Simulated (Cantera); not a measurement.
Feed: 1 mol Si, 0.95 mol O2, 160 mol H2, 0.27 mol CO2, at 1198 K and 0.0600 bar.

These are equilibrium values from Cantera (NASA tables, ideal gas, pure condensed phases), not measurements of a reactor. Candidate condensed phases: C, C6H6, C7H8, C8H18, H2O, Si, SiC, SiO2; 123 gas species. The tables hold silica as quartz up to 1696 K and as liquid above; real silica turns to tridymite and cristobalite and melts near 1996 K. The numbers say what is thermodynamically allowed, not how fast it happens.

Base state: H2 0.997, CO 0.00168, H2O 0.00106 (mole fractions); condensed: SiO2(β-quartz).

Problem. What changes in the equilibrium state with this change: CO2 from 0.27 to 0.018 mol?

Solution. 
| species | before | after |
|---|---|---|
| H2 | 0.997 | 1.000 |
| CO | 0.00168 | 5.86e-8 |
| H2O | 0.00106 | 5.61e-8 |
| SiO2(β-quartz), mol | 1.00 | 0.967 |
| Si(s), mol | 0 | 0.0136 |
| SiC(s), mol | 0 | 0.0177 |
Mutual solubility and eutectic melting of coexisting phases are not modelled.
